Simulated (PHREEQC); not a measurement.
A column of 0.1 m (40 cells, dispersivity 0.005 m, 3600 s a shift, diffusion coefficient 3e-10 m²/s) holds 0.00089 eq of the database's cation exchanger X per kg of pore water, first in equilibrium with 0.82 mmol/kgw MnCl2, 11 mmol/kgw BaCl2 and 0.01 mmol/kgw HCl. It is flushed with 1.6 mmol/kgw LiCl and 0.01 mmol/kgw HCl, at 25 °C. Values are for the last cell. No CO2 enters from the air. Precipitation was switched off in this run.

Computed with PHREEQC (ion-association model, phreeqc.dat).

Q: Predict Mn in solution (mol/kgw), Ba in solution (mol/kgw), LiX on the exchanger (mol/kgw) at pore volumes = 2.513, 2.638, 2.888.

A: 
```json
[
 {"pore volumes": "2.513", "Mn in solution (mol/kgw)": "2.75e-6", "Ba in solution (mol/kgw)": "4.01e-5", "LiX on the exchanger (mol/kgw)": "6.00e-5"},
 {"pore volumes": "2.638", "Mn in solution (mol/kgw)": "2.26e-6", "Ba in solution (mol/kgw)": "3.34e-5", "LiX on the exchanger (mol/kgw)": "6.57e-5"},
 {"pore volumes": "2.888", "Mn in solution (mol/kgw)": "1.67e-6", "Ba in solution (mol/kgw)": "2.51e-5", "LiX on the exchanger (mol/kgw)": "7.58e-5"}
]
```

Complexes and solids missing from the database can't appear.
